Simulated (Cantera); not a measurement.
Charge: 1 mol CS2, 0.61 mol H2, 0.98 mol N2, at 427 °C and 101000 Pa.

Cantera equilibrium calculation (NASA polynomials, part measured and part estimated; ideal gas, pure solids and liquids). Candidate condensed phases: C, C6H6, C7H8, C8H18, S; 100 gas species. Gases not in the tables: S3 to S7. Equilibrium is a limit: real reactors are often held back by kinetics, nucleation or transport.

Base state: N2 0.477, H2S 0.297, CS2 0.174, S8 0.0377, S2 0.0134, H2 0.000189 (mole fractions); condensed: C(graphite).

Problem. What changes in the equilibrium state with this change: N2 from 0.98 to 27 mol?

Solution. 
```
species             before    after
----------------  --------  -------
N2                   0.477    0.954
CS2                  0.174   0.0228
H2S                  0.297   0.0215
S8                  0.0377  1.09e-5
S2                  0.0134  0.00175
H2                0.000189  3.80e-5
C(graphite), mol     0.642    0.355
```

Problem. What changes in the equilibrium state with this change: N2 from 0.98 to 21 mol?

Solution. 
```csv
species,before,after
N2,0.477,0.942
CS2,0.174,0.0289
H2S,0.297,0.0273
S8,0.0377,2.82e-5
S2,0.0134,0.00221
H2,0.000189,4.28e-5
"C(graphite), mol",0.642,0.356
```

Problem. What changes in the equilibrium state with this change: pressure from 101000 Pa to 10000 Pa?

Solution. 
| species | before | after |
|---|---|---|
| N2 | 0.477 | 0.429 |
| CS2 | 0.174 | 0.282 |
| H2S | 0.297 | 0.267 |
| S8 | 0.0377 | 0.000247 |
| S2 | 0.0134 | 0.0216 |
| H2 | 0.000189 | 0.000426 |
| C(graphite), mol | 0.642 | 0.356 |
